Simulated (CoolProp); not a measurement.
A Linde-Hampson liquefier for dry air: isothermal reversible compression at 200 K from 1 atm to 25 MPa, throttling to 1 atm, return gas leaving the recuperator 10 K below the feed. Each further row changes one setting.

The numbers come from the reference Helmholtz-energy equation of state, Lemmon 2000 in CoolProp. It is a pseudo-pure fit of the blend.

```tsv
case	liquid yield per pass	compression work (kJ/kg of gas)
as stated	[?]	295
high pressure 50 MPa	[?]	340
warm-end temperature 230 K	0.169	[?]
warm-end gap 15 K	[?]	295
```

Question: Fill in the missing entries.

Answer: 
- as stated, liquid yield per pass: 0.247
- high pressure 50 MPa, liquid yield per pass: 0.248
- warm-end temperature 230 K, compression work (kJ/kg of gas): 351
- warm-end gap 15 K, liquid yield per pass: 0.235
